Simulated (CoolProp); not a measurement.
Vapour-liquid equilibrium of isobutane (1) + isobutene (2) at -71.85 °C; x and y are mole fractions of (1).

Model: multi-fluid Helmholtz-energy mixture model, Bücker 2006 and Lemmon 2005; pair parameters Bell 2016, in CoolProp.

Question: Give the bubble pressure and the first vapour's composition at x = 0.425, 0.5, 0.8. Is there an azeotrope?

Answer: x = 0.425: 3.611 kPa, y = 0.510; x = 0.5: 3.698 kPa, y = 0.581; x = 0.8: 4.008 kPa, y = 0.839. No azeotrope shows between x = 0.05 and 0.95.

Pair parameters are fitted to limited data, so mixtures are less certain than the pure fluids.
